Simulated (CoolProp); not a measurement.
Vapour-liquid equilibrium of n-butane (1) + cyclohexane (2) at 0.185 MPa; x and y are mole fractions of (1).

Computed with CoolProp (multi-fluid Helmholtz-energy mixture model, Bücker 2006 and Zhou 2014; pair parameters Bell 2016).

| x | bubble temperature (°C) | y at the bubble point | dew temperature at overall composition x (°C) | liquid density (mol/L) |
|---|---|---|---|---|
| 0.05 | 92.9 | 0.249 | 100.5 | 8.433 |
| 0.15 | 75.9 | 0.586 | 96.8 | 8.716 |
| 0.25 | 61.6 | 0.770 | 92.9 | ? |
| 0.35 | 50.4 | 0.867 | 88.5 | 9.184 |
| 0.45 | 41.6 | 0.920 | 83.7 | 9.370 |
| 0.55 | 34.7 | 0.950 | 78.1 | 9.530 |
| 0.65 | 29.3 | 0.969 | ? | 9.667 |
| 0.75 | 25.0 | 0.981 | 63.5 | 9.787 |
| 0.85 | 21.3 | 0.990 | 52.6 | 9.891 |
| 0.95 | 18.0 | 0.997 | 34.9 | ? |

What belongs in the gaps?


- 0.25, liquid density (mol/L): 8.967
- 0.65, dew temperature at overall composition x (°C): 71.6
- 0.95, liquid density (mol/L): 9.982

No azeotrope shows between x = 0.05 and 0.95.

The pair parameters rest on a limited set of measurements; away from them the model extrapolates.
